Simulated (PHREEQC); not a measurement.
Make-up at 25 °C: 0.0071 mol ZnSO4, 0.0059 mol H3BO3 and 0.011 mol FeSO4 per kg of water. Closed to the air; pH follows from the charge balance.

Equilibrium calculation in PHREEQC: ion-association model, wateq4f.dat.

| Item | Value |
|---|---|
| pH | 5.67 |
| ionic strength | 0.0470 mol/kgw |

| species | molality | activity | log γ |
|---|---|---|---|
| SO4-2 | 0.0115 | 0.00540 | -0.328 |
| Fe+2 | 0.00751 | 0.00368 | -0.310 |
| H3BO3 | 0.00590 | 0.00596 | 0.005 |
| Zn+2 | 0.00424 | 0.00208 | -0.310 |
| FeSO4 | 0.00349 | 0.00353 | 0.005 |
| ZnSO4 | 0.00261 | 0.00263 | 0.005 |
| Zn(SO4)2-2 | 0.000250 | 0.000116 | -0.335 |
| H+ | 2.51e-6 | 2.15e-6 | -0.067 |
| H2BO3- | 1.98e-6 | 1.60e-6 | -0.094 |
| HSO4- | 1.37e-6 | 1.13e-6 | -0.084 |

This is a speciation only: nothing precipitates in the calculation. Complexes and solids missing from the database can't appear.
